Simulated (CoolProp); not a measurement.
200 sccm (0 °C, 1 atm) of nitrogen bubbles through liquid n-perfluorohexane at 303.2 K and leaves saturated at a total pressure of 0.15 MPa (ideal gas phase). Each further row changes one setting.

Model: reference Helmholtz-energy equation of state, Gao 2022, in CoolProp.

| case | vapour pressure (kPa) | mole fraction of vapour | delivery (mg/min) | delivery (sccm) | change of delivery for a bath 1 K warmer (%) |
|---|---|---|---|---|---|
| as stated | 36.5 | 0.243 | ? | 64.4 | 5.7 |
| bath temperature 308.2 K | 44.8 | ? | 1290 | 85.3 | ? |
| total pressure 0.3 MPa | 36.5 | 0.122 | 418 | 27.7 | 4.9 |

Fill in the missing entries.


- as stated, delivery (mg/min): 971
- bath temperature 308.2 K, mole fraction of vapour: 0.299
- bath temperature 308.2 K, change of delivery for a bath 1 K warmer (%): 5.9
